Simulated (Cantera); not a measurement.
Input: 1 mol SiH₂Cl₂, 8.5 mol NH₃, held at 1000 Pa.

Equilibrium computed with Cantera from the NASA thermochemical tables; the gas is ideal and each condensed phase is pure. Candidate condensed phases: NH₄Cl, Si, Si₃N₄; 28 gas species. The tables' values for SiCl, SiN, SiCl₃ are old estimates; treat these amounts as uncertain. Gases not in the tables: Si₂H₆ and higher silanes. Kinetics and transport are ignored.

log p: log10 of the partial pressure in bar; n: condensed amount in mol.

```csv
T (K),log p H₂,log p N₂,log p HCl,log p H,log p Si,log p SiCl₂,log p SiCl,n Si₃N₄(s),n Si(l)
1548,-2.16,-2.70,-3.02,-5.59,-8.32,-4.18,-7.57,0.292,0
1648,-2.15,-2.69,-3.11,-5.13,-6.91,-3.83,-6.58,0.242,0
1748,-2.16,-2.65,-3.19,-4.72,-5.84,-3.70,-5.87,0,0.610
1848,-2.16,-2.65,-3.18,…,…,-3.73,-5.48,0,0.621
1948,-2.17,-2.65,-3.17,-4.03,-4.63,-3.76,-5.13,0,0.600
2048,-2.18,-2.66,-3.16,…,…,-3.80,-4.82,0,…
2148,-2.19,-2.67,-3.17,-3.48,-3.66,-3.85,-4.55,0,0.177
```

Problem. Fill in the missing entries.

Solution. 
- 2048, log p H: -3.74
- 2048, log p Si: -4.12
- 2048, n Si(l): 0.496
- 1848, log p H: -4.36
- 1848, log p Si: -5.20
